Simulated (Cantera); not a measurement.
An adiabatic, constant-pressure homogeneous reactor starts with C₃H₈ : O₂ : N₂ = 1 : 8.62 : 35.3 (molar parts), equivalence ratio 0.58, at 1225 K and 1.38 atm. Integrator tolerance rtol = 1e-08.

Model: GRI-Mech 3.0 (53 species, 325 reactions), integrated in Cantera. GRI-Mech 3.0 was tuned for natural gas; its chemistry of propane as a main component is partial and can be far from experiment.

Question: What does this change do: initial temperature 1225 to 1600 K?

Answer: 
| quantity | before | after |
|---|---|---|
| time of steepest temperature rise | 3.18 ms | 28.3 µs |
| temperature at 2.00 s | 2314 K | 2553 K |
| equilibrium temperature | 2314 K | 2553 K |
| x(C₃H₈) at 2.00 s | <1e-12 (gas-phase equilibrium <1e-12) | <1e-12 (gas-phase equilibrium <1e-12) |
| x(O₂) at 2.00 s | 0.0735 (gas-phase equilibrium 0.0735) | 0.0715 (gas-phase equilibrium 0.0715) |
| x(NO) at 2.00 s | 0.00943 (gas-phase equilibrium 0.00943) | 0.0144 (gas-phase equilibrium 0.0144) |
| x(HO₂) at 2.00 s | 3.84e-6 (gas-phase equilibrium 3.84e-6) | 7.02e-6 (gas-phase equilibrium 7.02e-6) |
| x(H₂) at 2.00 s | 0.000588 (gas-phase equilibrium 0.000588) | 0.00191 (gas-phase equilibrium 0.00191) |
| x(HCO) at 2.00 s | 1.43e-10 (gas-phase equilibrium 1.43e-10) | 1.87e-9 (gas-phase equilibrium 1.87e-9) |
| x(CH₂O) at 2.00 s | <1e-12 (gas-phase equilibrium <1e-12) | 9.25e-12 (gas-phase equilibrium 9.25e-12) |

Question: What does this change do: initial temperature 1225 to 1425 K?

Answer: 
```tsv
quantity	before	after
time of steepest temperature rise	3.18 ms	0.140 ms
temperature at 2.00 s	2314 K	2448 K
equilibrium temperature	2314 K	2448 K
x(C₃H₈) at 2.00 s	<1e-12 (gas-phase equilibrium <1e-12)	<1e-12 (gas-phase equilibrium <1e-12)
x(O₂) at 2.00 s	0.0735 (gas-phase equilibrium 0.0735)	0.0724 (gas-phase equilibrium 0.0724)
x(NO) at 2.00 s	0.00943 (gas-phase equilibrium 0.00943)	0.0121 (gas-phase equilibrium 0.0121)
x(HO₂) at 2.00 s	3.84e-6 (gas-phase equilibrium 3.84e-6)	5.49e-6 (gas-phase equilibrium 5.49e-6)
x(H₂) at 2.00 s	0.000588 (gas-phase equilibrium 0.000588)	0.00118 (gas-phase equilibrium 0.00118)
x(HCO) at 2.00 s	1.43e-10 (gas-phase equilibrium 1.43e-10)	6.58e-10 (gas-phase equilibrium 6.58e-10)
x(CH₂O) at 2.00 s	<1e-12 (gas-phase equilibrium <1e-12)	3.48e-12 (gas-phase equilibrium 3.48e-12)
```

Question: What does this change do: initial temperature 1225 to 1325 K?

Answer: 
| quantity | before | after |
|---|---|---|
| time of steepest temperature rise | 3.18 ms | 0.550 ms |
| temperature at 2.00 s | 2314 K | 2383 K |
| equilibrium temperature | 2314 K | 2383 K |
| x(C₃H₈) at 2.00 s | <1e-12 (gas-phase equilibrium <1e-12) | <1e-12 (gas-phase equilibrium <1e-12) |
| x(O₂) at 2.00 s | 0.0735 (gas-phase equilibrium 0.0735) | 0.0729 (gas-phase equilibrium 0.0729) |
| x(NO) at 2.00 s | 0.00943 (gas-phase equilibrium 0.00943) | 0.0108 (gas-phase equilibrium 0.0108) |
| x(HO₂) at 2.00 s | 3.84e-6 (gas-phase equilibrium 3.84e-6) | 4.64e-6 (gas-phase equilibrium 4.64e-6) |
| x(H₂) at 2.00 s | 0.000588 (gas-phase equilibrium 0.000588) | 0.000853 (gas-phase equilibrium 0.000853) |
| x(HCO) at 2.00 s | 1.43e-10 (gas-phase equilibrium 1.43e-10) | 3.22e-10 (gas-phase equilibrium 3.22e-10) |
| x(CH₂O) at 2.00 s | <1e-12 (gas-phase equilibrium <1e-12) | 1.77e-12 (gas-phase equilibrium 1.77e-12) |
